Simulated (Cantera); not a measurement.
Source: NASA polynomial tables (part measured, part estimated), evaluated in Cantera. Values are per mole of reaction as written; species without (g) are pure solids or liquids, kept so even where they would boil at 1 bar. The tables' values for C2F4 are old estimates.

### Question
Between 2348 and 2948 K, where is each reaction favourable under standard conditions?
- CF4(g) ⇌ C + 4 F(g)
- 2 CF2(g) ⇌ C2F4(g)
- 2 CF4(g) ⇌ C2F4(g) + 2 F2(g)

### Answer
- CF4(g) ⇌ C + 4 F(g): ΔG° is 309 kJ at 2348 K and 64 kJ at 2948 K; it stays positive (K < 1). ΔH° is 1271 kJ and ΔS° 409 J/K at 2948 K.
- 2 CF2(g) ⇌ C2F4(g): ΔG° is 107 kJ at 2348 K and 201 kJ at 2948 K; it stays positive (K < 1). ΔH° is -260 kJ and ΔS° -156 J/K at 2948 K.
- 2 CF4(g) ⇌ C2F4(g) + 2 F2(g): ΔG° is 764 kJ at 2348 K and 652 kJ at 2948 K; it stays positive (K < 1). ΔH° is 1203 kJ and ΔS° 187 J/K at 2948 K.
